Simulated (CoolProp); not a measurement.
Saturated liquid density (kg/m³) of sulfur hexafluoride: the reference equation beside estimates from Tc = 45.6 °C, pc = 3.755 MPa, ω = 0.210. Rackett uses Z = 0.29056 − 0.08775 ω.

Values from CoolProp's reference Helmholtz-energy equation of state, Guder 2009.

```
T (°C)  reference  Rackett  Soave-Redlich-Kwong  Peng-Robinson
------  ---------  -------  -------------------  -------------
-30.55       1747     1805                 1652           1874
-26.75       1726     1783                 1627           1846
-22.85       1704     1759                 1600           1816
-19.05       1681     1735                 1574           1786
-15.25       1659     1711                 1546           1754
-11.35       1634     1685                 1516           1720
-7.55        1610     1659                 1486           1686
-3.75        1584     1632                 1454           1650
0.15         1557     1603                 1420           1611
3.95         1529     1574                 1385           1571
7.75         1500     1544                 1348           1529
11.65        1468     1510                 1309           1482
15.45        1435     1476                 1268           1435
```

Absolute difference from the reference over all 13 rows, mean and median: Rackett 3.1 and 3.0 %, Soave-Redlich-Kwong 8.0 and 7.7 %, Peng-Robinson 4.3 and 4.7 %.
